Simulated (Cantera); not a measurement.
Charge: 1 mol V2O3, 6.3 mol H2, 2.2 mol N2, equilibrated at 1 atm.

These are equilibrium values from Cantera (NASA tables, ideal gas, pure condensed phases), not measurements of a reactor. Candidate condensed phases: H2O, V, VN, VO, V2O3, V2O4, V2O5; 28 gas species. Mutual solubility and eutectic melting of coexisting phases are not modelled. VO: taken at fixed stoichiometry. Condensed phases not in the tables: the oxides between V2O3 and V2O5 other than VO2. Kinetics and transport are ignored.

Question: At 1700 K, list the 5 most abundant gas species with their mole fractions, and the condensed phases.

Answer: H2 0.734, N2 0.259, H2O 0.00714, H 0.000125, NH3 1.18e-5. Condensed: VO(s) + V2O3(s).
